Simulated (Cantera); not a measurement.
## Equilibrium for carbothermic reduction: MgO + CO

Input: 1 mol MgO, 13 mol CO, at 1.70 bar.

Equilibrium computed with Cantera from the NASA thermochemical tables; the gas is ideal and each condensed phase is pure. Candidate condensed phases: C, Mg, MgCO₃, MgO; 15 gas species. The numbers say what is thermodynamically allowed, not how fast it happens.

At 1425 °C the condensed part is C(graphite) + MgO(s). From 1525 °C to 2125 °C the condensed part is MgO(s). The main Mg-bearing gas is Mg throughout. The share of Mg in condensed phases is highest at 1425 °C (99.9 %) and lowest at 2125 °C (83.1 %).

| T (°C) | x CO | x Mg | x CO₂ | x MgO | x O | n C(graphite) | n MgO(s) |
|---|---|---|---|---|---|---|---|
| 1425 | 1.000 | 6.48e-5 | 0.000243 | 1.10e-11 | <1e-12 | 0.00232 | 0.999 |
| 1525 | 0.999 | 0.000305 | 0.000305 | 1.45e-10 | 4.33e-12 | 0 | 0.996 |
| 1625 | 0.999 | 0.000675 | 0.000675 | 1.46e-9 | 6.28e-11 | 0 | 0.991 |
| 1725 | 0.997 | 0.00138 | 0.00138 | 1.17e-8 | 6.96e-10 | 0 | 0.982 |
| 1825 | 0.995 | 0.00262 | 0.00262 | 7.62e-8 | 6.12e-9 | 0 | 0.966 |
| 1925 | 0.991 | 0.00468 | 0.00468 | 4.18e-7 | 4.41e-8 | 0 | 0.939 |
| 2025 | 0.984 | 0.00793 | 0.00793 | 1.97e-6 | 2.67e-7 | 0 | 0.896 |
| 2125 | 0.974 | 0.0128 | 0.0128 | 8.13e-6 | 1.39e-6 | 0 | 0.831 |
x: gas mole fraction; n: condensed amount in mol.
